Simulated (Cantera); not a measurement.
Input (Python, Cantera):

```python
import numpy as np
import cantera as ct

gas = ct.Solution("gri30.yaml")
gas.TPX = 350, 90000, {'CH4': 1, 'O2': 2.17, 'N2': 8.17, 'H2O': 0.74}
flame = ct.FreeFlame(gas, width=0.043)
flame.set_refine_criteria(ratio=3, slope=0.08, curve=0.16)
flame.transport_model = "mixture-averaged"
flame.solve(loglevel=0, auto=True)
z, T = flame.grid, flame.T
thick = (T[-1] - T[0]) / np.gradient(T, z).max()
show = ['CH4', 'O2', 'H2O', 'CH2CO', 'C2H6', 'C2H']
print(f"laminar burning velocity  {flame.velocity[0] * 100:.3f} cm/s")
print(f"burnt temperature         {T[-1]:.1f} K")
print(f"thermal thickness         {thick * 1e3:.4f} mm")
print(f"grid points               {len(z)}")
z0 = z[flame.heat_release_rate.argmax()]
print(f"{'z/mm':>9s}{'T/K':>9s}{'u/(m/s)':>9s}" + "".join(f"{s:>11s}" for s in show))
rows = []
for k in (-3, -2, -1.5, -1, -0.5, -0.25, 0, 0.25, 0.5, 1, 2, 4, 8):
    zz = z0 + k * thick
    rows.append([k * thick, np.interp(zz, z, T), np.interp(zz, z, flame.velocity),
                 *(np.interp(zz, z, flame.X[gas.species_index(s)]) for s in show)])
    print(f"{rows[-1][0] * 1e3:9.3f}{rows[-1][1]:9.1f}{rows[-1][2]:9.3f}" + "".join(f"{x:11.3e}" for x in rows[-1][3:]))
```

Output:

```
laminar burning velocity  35.850 cm/s
burnt temperature         2088.9 K
thermal thickness         0.5874 mm
grid points               139
     z/mm      T/K  u/(m/s)        CH4         O2        H2O      CH2CO       C2H6        C2H
   -1.762    350.1    0.359  8.273e-02  1.795e-01  6.124e-02  1.137e-10  5.913e-09  5.274e-31
   -1.175    351.8    0.361  8.251e-02  1.792e-01  6.142e-02  4.178e-09  1.873e-07  3.076e-27
   -0.881    359.5    0.369  8.191e-02  1.785e-01  6.236e-02  3.868e-08  1.552e-06  7.833e-25
   -0.587    424.3    0.438  7.794e-02  1.739e-01  7.005e-02  8.003e-07  2.665e-05  1.137e-20
   -0.294    843.6    0.881  5.416e-02  1.405e-01  1.134e-01  1.757e-05  4.343e-04  4.274e-13
   -0.147   1250.9    1.315  2.925e-02  1.015e-01  1.531e-01  5.944e-05  6.736e-04  4.479e-10
    0.000   1622.6    1.711  5.999e-03  5.755e-02  1.902e-01  6.405e-05  7.119e-05  3.932e-08
    0.147   1765.1    1.854  2.676e-04  3.509e-02  2.040e-01  5.632e-06  1.219e-07  1.713e-08
    0.294   1817.1    1.899  6.210e-06  2.849e-02  2.064e-01  1.266e-07  6.157e-11  4.221e-10
    0.587   1881.0    1.956  7.247e-09  2.439e-02  2.088e-01  1.235e-10  3.613e-16  2.897e-13
    1.175   1950.7    2.021  6.386e-14  2.128e-02  2.134e-01  1.123e-15  2.787e-23  1.135e-18
    2.349   2012.1    2.077  6.563e-18  1.860e-02  2.183e-01  2.426e-20 -1.360e-29  6.454e-25
    4.699   2054.5    2.115  1.283e-18  1.668e-02  2.217e-01  3.149e-21 -1.388e-30  2.671e-26
```

Detailed kinetics in Cantera: GRI-Mech 3.0 (53 species, 325 reactions). Burning velocities carry a grid error of a few per cent, more on coarse grids.
